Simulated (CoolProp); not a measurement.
Nitrous oxide along the isobar 28.4 MPa: Z from the reference equation and from simpler models built on Tc = 36.4 °C, pc = 7.245 MPa, ω = 0.161; each cubic takes its own stable root.

Model: reference Helmholtz-energy equation of state, Lemmon 2006, in CoolProp. It is a short technical equation, of lower accuracy than the large ones.

```json
[
 {"T (°C)": "21.55", "phase": "liquid", "reference": "0.5353"},
 {"T (°C)": "47.25", "phase": "supercritical", "reference": "0.5430"},
 {"T (°C)": "72.95", "phase": "supercritical", "reference": "0.5662"},
 {"T (°C)": "98.55", "phase": "supercritical", "reference": "0.6070"},
 {"T (°C)": "124.25", "phase": "supercritical", "reference": "0.6627"},
 {"T (°C)": "149.85", "phase": "supercritical", "reference": "0.7229"},
 {"T (°C)": "175.55", "phase": "supercritical", "reference": "0.7790"},
 {"T (°C)": "201.15", "phase": "supercritical", "reference": "0.8270"},
 {"T (°C)": "226.85", "phase": "supercritical", "reference": "0.8672"}
]
```

Task: How far does each simpler model (van der Waals, Redlich-Kwong) lie from the reference over these 9 states: mean and median of the absolute difference, and the worst?

Result: 
- van der Waals: mean 16.1 %, median 9.6 %, worst +40.2 % at 21.55 °C and 28.4 MPa
- Redlich-Kwong: mean 4.1 %, median 3.3 %, worst +8.2 % at 21.55 °C and 28.4 MPa
